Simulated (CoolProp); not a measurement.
Dimethyl ether at several states: density (kg/m³) from the reference equation and from simpler models built on Tc = 400.4 K, pc = 5337 kPa, ω = 0.196; each cubic takes its own stable root.

Model: reference Helmholtz-energy equation of state, Wu 2011, in CoolProp.

```csv
T (K),p (kPa),phase,reference,ideal gas,van der Waals,Soave-Redlich-Kwong
517.2,5890,supercritical,75.98,63.10,78.22,74.11
254,17.6,gas,0.3861,0.3839,0.3850,0.3856
304.3,348,gas,6.749,6.336,6.588,6.693
382,11.2,gas,0.1626,0.1625,0.1626,0.1626
448.2,1180,gas,15.46,14.59,15.38,15.40
508,945,gas,10.62,10.31,10.62,10.58
```
